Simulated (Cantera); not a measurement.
Input: 1 mol Nb₂O₅, 35 mol H₂, held at 1948.15 K and 0.0825 Torr.

Method: chemical equilibrium by Gibbs-energy minimisation in Cantera with the NASA 1993 tables (ideal gas, pure condensed phases). Candidate condensed phases: H₂O, Nb, NbO, NbO₂, Nb₂O₅; 12 gas species. Condensed phases not in the tables: the oxides between NbO₂ and Nb₂O₅. Kinetics and transport are ignored.

Base state: H₂ 0.857, H 0.0999, H₂O 0.0266, NbO₂ 0.0159, OH 0.000280, NbO 0.000184, O 2.42e-5 (mole fractions); condensed: NbO₂(s).

### Question
What changes in the equilibrium state with this change: Nb₂O₅ replaced by FeS?

### Answer
```
species         before     after
------------  --------  --------
H₂               0.857     0.853
H               0.0999    0.0996
Fe                   0    0.0259
H₂O             0.0266         0
NbO₂            0.0159         0
S                    0    0.0136
S₂                   0   0.00405
SH                   0   0.00373
H₂S                  0  0.000389
OH            0.000280         0
NbO           0.000184         0
NbO₂(s), mol      1.40         0
```
Further candidate phases: Fe, FeS, FeS₂, S.
